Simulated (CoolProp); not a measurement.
Vapour-liquid equilibrium of CF4 (R14) (1) + R13 (2) at 0.597 MPa; x and y are mole fractions of (1).

Computed with CoolProp (multi-fluid Helmholtz-energy mixture model, Platzer 1990 and Platzer 1990; pair parameters Bell 2016). This equation is an older, rougher fit; its heat capacities, sound speeds and derivatives of the liquid may be far off and weren't checked against measurements.

```
x     bubble temperature, mixture model (K)  bubble temperature, Raoult's law (K)  y, mixture model  y, Raoult's law
----  -------------------------------------  ------------------------------------  ----------------  ---------------
0.05                                  224.6                                 224.8             0.266            0.291
0.2                                   206.8                                 208.4             0.677            0.695
0.35                                  196.3                                 198.0             0.828            0.847
0.5                                   189.7                                 190.7                 ?            0.920
0.65                                  184.8                                 185.3                 ?            0.959
0.8                                   180.9                                 180.9                 ?            0.982
0.95                                      ?                                 177.4                 ?            0.996
```

Problem. Some entries are withheld; supply them.

Solution. 
- 0.5, y, mixture model: 0.898
- 0.65, y, mixture model: 0.940
- 0.8, y, mixture model: 0.969
- 0.95, bubble temperature, mixture model (K): 177.5
- 0.95, y, mixture model: 0.993

The largest gap from Raoult's law is -1.7 K in bubble temperature, at x = 0.35. No azeotrope shows between x = 0.05 and 0.95.

Pair parameters are fitted to limited data, so mixtures are less certain than the pure fluids.
